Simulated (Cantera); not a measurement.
Cantera with NASA thermochemical tables; ideal gases at 1 bar, condensed phases pure. Values are per mole of reaction as written; species without (g) are pure solids or liquids, kept so even where they would boil at 1 bar.

Nb₂O₅ → O(g) + 2 NbO₂

```
T (K)    ΔH° (kJ)   ΔS° (J/K)    ΔG° (kJ)     log10 K   condensed phases
-----  ----------  ----------  ----------  ----------  -----------------
300         558.8       132.7       519.0      -90.37  Nb₂O₅(s), NbO₂(s)
1950   (withheld)  (withheld)  (withheld)  (withheld)  Nb₂O₅(l), NbO₂(s)
2050        460.6        87.8       280.6       -7.15  Nb₂O₅(l), NbO₂(s)
2150   (withheld)  (withheld)  (withheld)  (withheld)  Nb₂O₅(l), NbO₂(s)
2250        635.3       168.0       257.2       -5.97  Nb₂O₅(l), NbO₂(l)
2350        632.0       166.6       240.5       -5.35  Nb₂O₅(l), NbO₂(l)
2450        628.7       165.2       223.9       -4.77  Nb₂O₅(l), NbO₂(l)
2550        625.4       163.9       207.4       -4.25  Nb₂O₅(l), NbO₂(l)
2650        622.1       162.6       191.1       -3.77  Nb₂O₅(l), NbO₂(l)
2750        618.7       161.4       174.9       -3.32  Nb₂O₅(l), NbO₂(l)
```

### Question
Complete the blanks.

### Answer

- 1950, ΔH° (kJ): 466.1
- 1950, ΔS° (J/K): 90.6
- 1950, ΔG° (kJ): 289.5
- 1950, log10 K: -7.76
- 2150, ΔH° (kJ): 455.1
- 2150, ΔS° (J/K): 85.2
- 2150, ΔG° (kJ): 272.0
- 2150, log10 K: -6.61
